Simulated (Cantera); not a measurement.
Input (Python, Cantera) and output of one run.

```python
import numpy as np
import cantera as ct

gas_names = """
    N NO NO2 NO3 N2 N2O O O2 O3 Si SiN SiO SiO2 Si2 Si2N Si3
""".split()
cond_names = """
    Si(cr) Si(L) SiO2(Lqz) SiO2(hqz) SiO2(L) Si2N2O(s) Si3N4(a)
""".split()


def load(file, names, dense=False):
    # The tables refer to 1 bar. Condensed volumes are neglected.
    table = {s.name: s for s in ct.Species.list_from_file(file)}
    out = []
    for n in names:
        d = dict(table[n].input_data)
        d["thermo"] = dict(d["thermo"], **{"reference-pressure": 1e5})
        if dense:
            d["equation-of-state"] = {"model": "constant-volume", "density": "1e6 g/cm^3"}
        out.append(ct.Species.from_dict(d))
    return out


gas = ct.Solution(thermo="ideal-gas", species=load("nasa_gas.yaml", gas_names))
cond = {s.name: ct.Solution(thermo="fixed-stoichiometry", species=[s], name=s.name)
        for s in load("nasa_condensed.yaml", cond_names, dense=True)}
atoms = {
    'Si3N4': {'Si': 3, 'N': 4},
    'O2': {'O': 2},
}
top_T = {'Si2N2O(s)': 2100, 'Si3N4(a)': 2400}  # K; cautious upper limits of use, not melting points


def equilibrate(T, P, feed):
    n = {}
    for name, mol in feed.items():
        for a, k in atoms[name].items():
            n[a] = n.get(a, 0.0) + k * mol
    gas.TPX = T, P, n
    mass = sum(n.values()) * gas.mean_molecular_weight
    gas.equilibrate("TP")
    valid = [c for c in cond.values() if c.min_temp <= T <= top_T.get(c.name, c.max_temp)]
    mix = ct.Mixture([(gas, mass / gas.mean_molecular_weight)] + [(c, 0.0) for c in valid])
    mix.T, mix.P = T, P
    mix.equilibrate("TP", solver="vcs", rtol=1e-11, max_steps=5000)
    return mix


results = []
feed = {'Si3N4': 1, 'O2': 0.34}  # mol
P = 5.7  # Pa
for T in [848, 923, 998, 1073, 1148, 1223, 1298, 1373, 1448, 1523]:
    mix = equilibrate(T, P, feed)
    results.append((T, P, feed, dict(zip(mix.species_names, mix.species_moles))))
    x = sorted(zip(gas.X, gas.species_names), reverse=True)
    print(f"T = {T:g} K  P = {P:g} Pa  gas = {mix.phase_moles(0):.4g} mol")
    print("   x: " + "  ".join(f"{s} {v:.3e}" for v, s in x if v > 0.001))
    print("   condensed (mol): " + ("  ".join(f"{mix.phase(i).name} {mix.phase_moles(i):.4g}"
          for i in range(1, mix.n_phases) if mix.phase_moles(i) > 1e-12) or "none"))
```

Result:

```
T = 848 K  P = 5.7 Pa  gas = 0.2267 mol
   x: N2 1.000e+00
   condensed (mol): Si2N2O(s) 0.68  Si3N4(a) 0.5467
T = 923 K  P = 5.7 Pa  gas = 0.2267 mol
   x: N2 1.000e+00
   condensed (mol): Si2N2O(s) 0.68  Si3N4(a) 0.5467
T = 998 K  P = 5.7 Pa  gas = 0.2267 mol
   x: N2 1.000e+00
   condensed (mol): Si2N2O(s) 0.68  Si3N4(a) 0.5467
T = 1073 K  P = 5.7 Pa  gas = 0.2267 mol
   x: N2 1.000e+00
   condensed (mol): Si2N2O(s) 0.68  Si3N4(a) 0.5467
T = 1148 K  P = 5.7 Pa  gas = 0.2267 mol
   x: N2 1.000e+00
   condensed (mol): Si2N2O(s) 0.68  Si3N4(a) 0.5467
T = 1223 K  P = 5.7 Pa  gas = 0.2267 mol
   x: N2 1.000e+00
   condensed (mol): Si2N2O(s) 0.68  Si3N4(a) 0.5467
T = 1298 K  P = 5.7 Pa  gas = 0.2267 mol
   x: N2 1.000e+00
   condensed (mol): Si2N2O(s) 0.68  Si3N4(a) 0.5467
T = 1373 K  P = 5.7 Pa  gas = 0.2267 mol
   x: N2 9.998e-01
   condensed (mol): Si2N2O(s) 0.68  Si3N4(a) 0.5467
T = 1448 K  P = 5.7 Pa  gas = 0.2275 mol
   x: N2 9.973e-01  SiO 2.707e-03
   condensed (mol): Si2N2O(s) 0.6794  Si3N4(a) 0.5469
T = 1523 K  P = 5.7 Pa  gas = 1.421 mol
   x: N2 9.642e-01  SiO 3.546e-02
   condensed (mol): Si(cr) 1.69  Si2N2O(s) 0.6296
```

Method: chemical equilibrium by Gibbs-energy minimisation in Cantera with the NASA 1993 tables (ideal gas, pure condensed phases). Mutual solubility and eutectic melting of coexisting phases are not modelled.
